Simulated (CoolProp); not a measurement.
Vapour-liquid equilibrium of R22 (1) + n-pentane (2) at 8.38 kPa; x and y are mole fractions of (1).

Computed with CoolProp (multi-fluid Helmholtz-energy mixture model, Kamei 1995 and Thol 2019; pair parameters Bell 2016).

```tsv
x	bubble temperature (K)	y at the bubble point	dew temperature at overall composition x (K)	liquid density (mol/L)
0.05	219.4	0.883	(withheld)	9.852
0.125	204.8	0.967	249.4	10.39
0.2	198.9	(withheld)	247.8	10.86
0.275	195.9	0.987	246.2	11.31
0.35	194.3	0.990	244.3	11.77
0.425	193.4	0.991	242.3	(withheld)
0.5	192.9	0.992	240.0	12.78
0.575	192.7	0.992	237.5	13.33
0.65	192.5	0.992	234.5	13.93
0.725	192.3	0.993	230.9	14.58
0.8	192.0	0.993	(withheld)	15.30
0.875	191.5	(withheld)	220.2	16.10
0.95	190.8	0.997	209.3	(withheld)
```

Q: Fill in the missing entries.

A: 
- 0.05, dew temperature at overall composition x (K): 250.9
- 0.2, y at the bubble point: 0.982
- 0.425, liquid density (mol/L): 12.26
- 0.8, dew temperature at overall composition x (K): 226.5
- 0.875, y at the bubble point: 0.995
- 0.95, liquid density (mol/L): 16.99

No azeotrope shows between x = 0.05 and 0.95.

Pair parameters are fitted to limited data, so mixtures are less certain than the pure fluids. With so large a gap from Raoult's law the liquid may split in two, which this calculation doesn't test in full.
